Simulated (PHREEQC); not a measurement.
A solution holds 0.00036 mol NH3 and 0.00112 mol H3BO3 per kg of water, at 20 °C and 300 atm. Closed to the air; pH follows from the charge balance.

Model: ion-association model, phreeqc.dat, run in PHREEQC.

The pH is 8.64 and the ionic strength is 0.000311 mol/kgw. The total alkalinity comes out as 0.360 meq/kg.

| species | molality | activity | log γ |
|---|---|---|---|
| H3BO3 | 0.000813 | 0.000813 | 0.000 |
| NH4+ | 0.000311 | 0.000305 | -0.009 |
| H2BO3- | 0.000307 | 0.000301 | -0.009 |
| NH3 | 4.92e-5 | 4.92e-5 | 0.000 |
| OH- | 3.97e-6 | 3.89e-6 | -0.009 |
| H+ | 2.32e-9 | 2.28e-9 | -0.008 |

This is a speciation only: nothing precipitates in the calculation. Under pressure, the constants of complexes without a molar volume in the database are unreliable.
